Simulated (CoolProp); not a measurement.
Properties of R123 along the isobar 4.14 MPa.

Model: reference Helmholtz-energy equation of state, Younglove 1994, in CoolProp. It is a modified Benedict-Webb-Rubin equation, recast in Helmholtz form.

```tsv
T (°C)	phase	speed of sound (m/s)	Joule-Thomson coefficient (K/MPa)	isothermal compressibility (1/MPa)	viscosity (µPa s)	Prandtl number
-33.85	liquid	950.7	-0.4356	0.0009873	939	9.35
-25.45	liquid	917.2	-0.4246	0.001072	831	8.58
-17.05	liquid	884.1	-0.4127	0.001167	739	7.92
-8.65	liquid	851.5	-0.3999	0.001272	661	7.36
-0.25	liquid	819.4	-0.3862	0.001390	594	6.87
8.15	liquid	787.7	-0.3714	0.001522	536	6.43
16.55	liquid	756.6	-0.3555	___	485	6.05
25.05	liquid	___	-0.3381	0.001839	440	5.71
33.45	liquid	695.3	-0.3193	0.002029	401	5.40
41.85	liquid	___	-0.2987	___	366	5.12
50.25	liquid	636.2	-0.2759	0.002495	334	4.87
58.65	liquid	607.2	-0.2503	0.002783	307	4.64
67.05	liquid	___	-0.2216	0.003119	___	4.42
75.45	liquid	550.0	-0.1888	0.003514	259	4.23
83.85	liquid	521.6	-0.1512	0.003985	238	4.05
92.25	liquid	493.4	-0.1073	0.004553	___	3.89
```

**Question.** Fill in the missing entries.

**Answer.** 
- 16.55, isothermal compressibility (1/MPa): 0.001670
- 25.05, speed of sound (m/s): 725.5
- 41.85, speed of sound (m/s): 665.6
- 41.85, isothermal compressibility (1/MPa): 0.002246
- 67.05, speed of sound (m/s): 578.5
- 67.05, viscosity (µPa s): 281
- 92.25, viscosity (µPa s): 219

Viscosity comes from a separate model (Tanaka 1996). Thermal conductivity comes from a separate model (Laesecke 1996).
